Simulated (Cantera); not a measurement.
# Moist CO burnout

A perfectly stirred reactor is fed with 0.149 % CO, 0.477 % O2, 0.0258 % H2O, 99.3 % N2, at 345 Torr; it is held at 1023 K, and followed from long to short residence time.

Computed with Cantera and GRI-Mech 3.0 (53 species, 325 reactions).

| τ (s) | x CO | x O2 | x H2O | x NO2 | x NO | x O | x CO2 |
|---|---|---|---|---|---|---|---|
| 23 | 0.000119 | 0.00409 | 0.000258 | 1.71e-9 | 5.28e-8 | 1.44e-6 | 0.00137 |
| 3.0 | 0.000414 | 0.00423 | 0.000257 | 2.42e-10 | 1.70e-8 | 4.95e-6 | 0.00108 |
| 0.39 | 0.00102 | 0.00453 | 0.000256 | 2.36e-11 | 2.83e-9 | 1.13e-5 | 0.000471 |
| 0.051 | 0.00145 | 0.00474 | 0.000257 | <1e-12 | 5.00e-11 | 7.21e-6 | 4.13e-5 |
| 0.0067 | 0.00149 | 0.00477 | 0.000258 | <1e-12 | <1e-12 | 4.11e-11 | 4.82e-11 |
| 0.00088 | 0.00149 | 0.00477 | 0.000258 | <1e-12 | <1e-12 | 5.16e-12 | 5.26e-12 |
| 0.00012 | 0.00149 | 0.00477 | 0.000258 | <1e-12 | <1e-12 | <1e-12 | <1e-12 |
x: mole fraction; the columns are a selection and need not sum to one.
